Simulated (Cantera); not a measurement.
An adiabatic, constant-volume homogeneous reactor starts with CH3OH : O2 : N2 = 1 : 2.14 : 8.06 (molar parts), equivalence ratio 0.70, at 1225 K and 11.8 atm.

Cantera simulation using GRI-Mech 3.0 (53 species, 325 reactions); the numbers are that mechanism's predictions, not measurements. GRI-Mech 3.0 was tuned for natural gas; its chemistry of methanol as a main component is partial and can be far from experiment. The pressure lies above the range GRI-Mech 3.0 was tuned for (to about 10 atm).

### Question
Predict: time of steepest temperature rise; temperature at 9.00 s; equilibrium temperature; x(O2) at 9.00 s; x(NO) at 9.00 s; x(H2O) at 9.00 s; x(H) at 9.00 s; x(CO2) at 9.00 s.

### Answer
```
Property                                                              Result
---------------------------------  -----------------------------------------
time of steepest temperature rise                                   0.916 ms
temperature at 9.00 s                                                 2793 K
equilibrium temperature                                               2793 K
x(O2) at 9.00 s                        0.0481 (gas-phase equilibrium 0.0481)
x(NO) at 9.00 s                        0.0162 (gas-phase equilibrium 0.0162)
x(H2O) at 9.00 s                         0.160 (gas-phase equilibrium 0.160)
x(H) at 9.00 s                     0.000803 (gas-phase equilibrium 0.000803)
x(CO2) at 9.00 s                       0.0751 (gas-phase equilibrium 0.0751)
```
